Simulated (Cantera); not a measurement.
An isothermal, constant-pressure homogeneous reactor starts with NH3 : N2 = 1 : 0.32 (molar parts), at 1775 K and 0.0118 atm. Integrator tolerance rtol = 1e-08.

Computed with Cantera and the gas-phase N/H chemistry of the illustrative SiF4/NH3 mechanism in the Surface Chemkin manual (1991). Walls and surfaces, which speed up NH3 decomposition in real reactors, are not modelled.

Problem. What does this change do: N2 0.32 to 1.4 parts?

Solution. 
```
quantity                                             before                                     after
-----------------  ----------------------------------------  ----------------------------------------
x(NH3) at 30.0 s      0.105 (gas-phase equilibrium 1.13e-7)    0.0581 (gas-phase equilibrium 7.98e-8)
x(N) at 30.0 s     2.68e-7 (gas-phase equilibrium 1.26e-10)  2.94e-7 (gas-phase equilibrium 1.58e-10)
x(N2H2) at 30.0 s    3.21e-7 (gas-phase equilibrium <1e-12)    1.82e-7 (gas-phase equilibrium <1e-12)
x(NH) at 30.0 s    2.70e-6 (gas-phase equilibrium 1.64e-10)  2.35e-6 (gas-phase equilibrium 1.71e-10)
x(H2) at 30.0 s         0.556 (gas-phase equilibrium 0.645)       0.379 (gas-phase equilibrium 0.440)
```

Problem. What does this change do: NH3 1 to 0.22 parts?

Solution. 
```csv
quantity,before,after
x(NH3) at 30.0 s,0.105 (gas-phase equilibrium 1.13e-7),0.0568 (gas-phase equilibrium 7.84e-8)
x(N) at 30.0 s,2.68e-7 (gas-phase equilibrium 1.26e-10),2.95e-7 (gas-phase equilibrium 1.59e-10)
x(N2H2) at 30.0 s,3.21e-7 (gas-phase equilibrium <1e-12),1.78e-7 (gas-phase equilibrium <1e-12)
x(NH) at 30.0 s,2.70e-6 (gas-phase equilibrium 1.64e-10),2.34e-6 (gas-phase equilibrium 1.70e-10)
x(H2) at 30.0 s,0.556 (gas-phase equilibrium 0.645),0.373 (gas-phase equilibrium 0.433)
```
